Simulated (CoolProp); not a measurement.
The fluid at 293.15 K and 3.41 MPa (liquid) is heated at constant pressure to 391.2 K. The same conditions are run with several fluids, on thermodynamics alone (safety and materials aside).

Values from CoolProp's reference Helmholtz-energy equation of state of each fluid (hexamethyldisiloxane (MM): Thol 2016; the fluoroketone C6F12O (FK-5-1-12): McLinden 2015; trans-2-butene: Lemmon 2005; R245ca: Zhou 2016; isobutene: Lemmon 2005).

Problem. Rank hexamethyldisiloxane (MM), the fluoroketone C6F12O (FK-5-1-12), trans-2-butene, R245ca, isobutene by heat (kJ/kg), highest first.

Solution. isobutene (263), trans-2-butene (254), hexamethyldisiloxane (MM) (197), R245ca (143), the fluoroketone C6F12O (FK-5-1-12) (111)

| fluid | final density (kg/m³) |
|---|---|
| hexamethyldisiloxane (MM) | 665 |
| the fluoroketone C6F12O (FK-5-1-12) | 1310 |
| trans-2-butene | 465 |
| R245ca | 1130 |
| isobutene | 441 |
